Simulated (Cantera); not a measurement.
Input (Python, Cantera) and output of one run.

```python
import numpy as np
import cantera as ct

gas_names = """
    Fe FeO Fe(OH)2 H HO2 H2 H2O H2O2 H2S H2SO4 O OH O2 O3 S SH SO SO2 SO3 S2 S2O S8
""".split()
cond_names = """
    Fe(a) Fe(c) Fe(d) Fe(L) FeO(s) FeO(L) Fe(OH)2(s) Fe(OH)3(s) FeS(a) FeS(b) FeS(c) FeS(L) FeSO4(s)
    FeS2(s) Fe2O3(s) Fe2S3O12(s) Fe3O4(s) H2O(s) H2O(L) H2SO4(L) S(cr1) S(cr2) S(L)
""".split()


# ... load() reads the species with a 1 bar reference pressure and builds the phases ...
atoms = {
    'Fe2O3': {'Fe': 2, 'O': 3},
    'O2': {'O': 2},
    'H2O': {'H': 2, 'O': 1},
    'SO2': {'S': 1, 'O': 2},
}
top_T = {'FeSO4(s)': 950, 'FeS2(s)': 1010, 'Fe2O3(s)': 1830, 'Fe2S3O12(s)': 1100, 'Fe3O4(s)': 1870}  # K; cautious upper limits of use, not melting points


# ... equilibrate(T, P, feed) seeds the gas with the atoms and calls Mixture.equilibrate('TP', solver="vcs", rtol=1e-11, max_steps=5000) ...
results = []
feed = {'Fe2O3': 1, 'O2': 0.13, 'H2O': 0.096, 'SO2': 3.4}  # mol
P = 101325  # Pa
for T in [848, 873, 898, 923, 948, 973, 998, 1023, 1048, 1073, 1098, 1123]:
    mix = equilibrate(T, P, feed)
    results.append((T, P, feed, dict(zip(mix.species_names, mix.species_moles))))

top = {s: max(r[3][s] / sum(r[3][g] for g in gas_names) for r in results) for s in gas_names}
cols = sorted((s for s in top if top[s] > 0.001), key=lambda s: -top[s])[:9]
seen = [c for c in cond_names if any(r[3].get(c, 0) > 1e-12 for r in results)]
print("log10 of partial pressures in bar; condensed amounts in mol")
print(f"{'T/K':>10s}" + "".join(f"{s[:9]:>10s}" for s in cols + seen))
for T, P, feed, n in results:
    ng = sum(n[g] for g in gas_names)
    print(f"{T:10.4g}" + "".join(f"{np.log10(max(n[s] / ng * P / 1e5, 1e-99)):10.3f}" for s in cols)
          + "".join(f"{n.get(c, 0):10.4g}" for c in seen))
```

Output:

```
log10 of partial pressures in bar; condensed amounts in mol
       T/K       SO2       SO3       H2O        O2  FeSO4(s)  Fe2O3(s) Fe2S3O12(
       848    -0.009    -2.882    -1.487    -8.093    0.5123    0.7439         0
       873    -0.011    -2.295    -1.490    -6.570    0.4899    0.7551         0
       898    -0.016    -1.737    -1.502    -5.117    0.4082    0.7959         0
       923    -0.030    -1.298    -1.545    -3.904         0      0.97      0.03
       948    -0.041    -1.130    -1.556    -3.252         0         1         0
       973    -0.040    -1.135    -1.556    -2.987         0         1         0
       998    -0.040    -1.145    -1.556    -2.744         0         1         0
      1023    -0.039    -1.160    -1.557    -2.526         0         1         0
      1048    -0.038    -1.182    -1.558    -2.334         0         1         0
      1073    -0.037    -1.212    -1.559    -2.170         0         1         0
      1098    -0.036    -1.251    -1.560    -2.034         0         1         0
      1123    -0.035    -1.296    -1.561    -1.922         0         1         0
```

Cantera equilibrium calculation (NASA polynomials, part measured and part estimated; ideal gas, pure solids and liquids).
